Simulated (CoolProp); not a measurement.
R1132(E) along the isotherm 91.45 °C: fugacity coefficient from the reference equation and from simpler models built on Tc = 75.7 °C, pc = 5.174 MPa, ω = 0.245; each cubic takes its own stable root.

The numbers come from the reference Helmholtz-energy equation of state, Akasaka 2024 in CoolProp.

| p (MPa) | phase | reference | van der Waals | Redlich-Kwong | Soave-Redlich-Kwong | Peng-Robinson |
|---|---|---|---|---|---|---|
| 0.235 | gas | 0.9865 | 0.9879 | 0.9864 | 0.9867 | 0.9851 |
| 0.47 | gas | 0.9730 | 0.9758 | 0.9729 | 0.9735 | 0.9703 |
| 0.706 | gas | 0.9596 | 0.9637 | 0.9594 | … | 0.9555 |
| 0.941 | gas | 0.9463 | 0.9517 | 0.9461 | 0.9472 | 0.9410 |
| 1.18 | gas | 0.9328 | 0.9395 | 0.9326 | 0.9340 | 0.9263 |
| 1.41 | gas | 0.9199 | 0.9278 | 0.9196 | … | 0.9123 |
| 1.65 | gas | 0.9065 | … | 0.9062 | 0.9082 | 0.8978 |
| 1.88 | gas | 0.8937 | 0.9039 | 0.8934 | 0.8957 | 0.8840 |
| 2.12 | gas | 0.8804 | 0.8917 | 0.8801 | 0.8826 | 0.8698 |
| 2.35 | gas | 0.8677 | 0.8800 | 0.8674 | 0.8702 | 0.8562 |
| 2.59 | gas | 0.8544 | 0.8677 | 0.8542 | 0.8573 | 0.8422 |

### Question
Complete the blanks.

### Answer

- 0.706, Soave-Redlich-Kwong: 0.9603
- 1.41, Soave-Redlich-Kwong: 0.9213
- 1.65, van der Waals: 0.9156
